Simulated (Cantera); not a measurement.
Charge: 1 mol Si, 0.024 mol CO2, 13 mol N2, at 120000 Pa.

These are equilibrium values from Cantera (NASA tables, ideal gas, pure condensed phases), not measurements of a reactor. Candidate condensed phases: C, Si, SiC, SiO2, Si2N2O, Si3N4; 34 gas species. N2 is the only nitrogen source here; it is nearly inert below about 1500 K, so the nitride shown seldom forms there in practice. Mutual solubility and eutectic melting of coexisting phases are not modelled. Equilibrium is a limit: real reactors are often held back by kinetics, nucleation or transport.

x: gas mole fraction; n: condensed amount in mol.

```json
[
 {"T (°C)": "400", "x N2": "1.00", "x CO": "<1e-12", "x SiO": "<1e-12", "x Si": "<1e-12", "x SiN": "<1e-12", "n C(graphite)": "0.0240", "n Si2N2O(s)": "0.0480", "n Si3N4(s)": "0.301"},
 {"T (°C)": "500", "x N2": "1.00", "x CO": "<1e-12", "x SiO": "<1e-12", "x Si": "<1e-12", "x SiN": "<1e-12", "n C(graphite)": "0.0240", "n Si2N2O(s)": "0.0480", "n Si3N4(s)": "0.301"},
 {"T (°C)": "600", "x N2": "1.00", "x CO": "<1e-12", "x SiO": "<1e-12", "x Si": "<1e-12", "x SiN": "<1e-12", "n C(graphite)": "0.0240", "n Si2N2O(s)": "0.0480", "n Si3N4(s)": "0.301"},
 {"T (°C)": "700", "x N2": "1.00", "x CO": "4.80e-11", "x SiO": "<1e-12", "x Si": "<1e-12", "x SiN": "<1e-12", "n C(graphite)": "0.0240", "n Si2N2O(s)": "0.0480", "n Si3N4(s)": "0.301"},
 {"T (°C)": "800", "x N2": "1.00", "x CO": "2.18e-9", "x SiO": "<1e-12", "x Si": "<1e-12", "x SiN": "<1e-12", "n C(graphite)": "0.0240", "n Si2N2O(s)": "0.0480", "n Si3N4(s)": "0.301"},
 {"T (°C)": "900", "x N2": "1.00", "x CO": "…", "x SiO": "<1e-12", "x Si": "<1e-12", "x SiN": "<1e-12", "n C(graphite)": "0.0240", "n Si2N2O(s)": "0.0480", "n Si3N4(s)": "0.301"},
 {"T (°C)": "1000", "x N2": "1.000", "x CO": "7.26e-7", "x SiO": "6.17e-12", "x Si": "<1e-12", "x SiN": "<1e-12", "n C(graphite)": "0.0240", "n Si2N2O(s)": "0.0480", "n Si3N4(s)": "0.301"},
 {"T (°C)": "1100", "x N2": "1.000", "x CO": "6.95e-6", "x SiO": "3.36e-10", "x Si": "<1e-12", "x SiN": "<1e-12", "n C(graphite)": "0.0239", "n Si2N2O(s)": "0.0479", "n Si3N4(s)": "0.301"},
 {"T (°C)": "1200", "x N2": "1.000", "x CO": "…", "x SiO": "…", "x Si": "…", "x SiN": "5.84e-12", "n C(graphite)": "0.0234", "n Si2N2O(s)": "0.0474", "n Si3N4(s)": "0.302"},
 {"T (°C)": "1300", "x N2": "1.000", "x CO": "0.000265", "x SiO": "2.10e-7", "x Si": "1.32e-10", "x SiN": "1.38e-10", "n C(graphite)": "0.0207", "n Si2N2O(s)": "0.0447", "n Si3N4(s)": "0.304"},
 {"T (°C)": "1400", "x N2": "0.999", "x CO": "0.00117", "x SiO": "2.91e-6", "x Si": "3.08e-9", "x SiN": "2.23e-9", "n C(graphite)": "0.00948", "n Si2N2O(s)": "0.0334", "n Si3N4(s)": "0.311"},
 {"T (°C)": "1500", "x N2": "0.998", "x CO": "0.00194", "x SiO": "2.97e-5", "x Si": "4.98e-8", "x SiN": "2.62e-8", "n C(graphite)": "0", "n Si2N2O(s)": "0.0236", "n Si3N4(s)": "0.317"},
 {"T (°C)": "1600", "x N2": "0.998", "x CO": "0.00194", "x SiO": "0.000235", "x Si": "5.95e-7", "x SiN": "2.35e-7", "n C(graphite)": "0", "n Si2N2O(s)": "0.0211", "n Si3N4(s)": "0.318"},
 {"T (°C)": "1700", "x N2": "0.997", "x CO": "0.00194", "x SiO": "0.00150", "x Si": "5.51e-6", "x SiN": "1.68e-6", "n C(graphite)": "0", "n Si2N2O(s)": "0.00547", "n Si3N4(s)": "0.323"}
]
```

Task: Fill in the missing entries.

Result: 
- 1200, x CO: 4.87e-5
- 1200, x SiO: 1.05e-8
- 1200, x Si: 3.69e-12
- 900, x CO: 5.12e-8
